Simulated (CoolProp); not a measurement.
Saturated liquid density (kg/m³) of fluorine: the reference equation beside estimates from Tc = 144.4 K, pc = 5240 kPa, ω = 0.045. Rackett uses Z = 0.29056 − 0.08775 ω.

Computed with CoolProp (reference Helmholtz-energy equation of state, de Reuck 1990).

```
T (K)  reference  Rackett  van der Waals  Soave-Redlich-Kwong  Peng-Robinson
-----  ---------  -------  -------------  -------------------  -------------
79.8        1538     1562           1054                 1546           1743
82.3        1521     1544           1043                 1527           1723
84.8        1503     1527           1031                 1508           1703
87.3        1486     1509           1019                 1489           1681
89.8        1468     1491           1007                 1469           1659
92.3        1449     1472          993.9                 1448           1637
94.8        1431     1453          980.9                 1426           1613
97.3        1411     1433          967.5                 1404           1588
99.8        1392     1413          953.7                 1380           1562
102.4       1371     1392          938.8                 1355           1534
104.9       1350     1371          924.1                 1330           1506
107.4       1328     1349          908.7                 1303           1477
109.9       1306     1327          892.8                 1276           1446
```

Absolute difference from the reference over all 13 rows, mean and median: Rackett 1.6 and 1.6 %, van der Waals 31.5 and 31.5 %, Soave-Redlich-Kwong 0.8 and 0.5 %, Peng-Robinson 12.5 and 12.7 %.
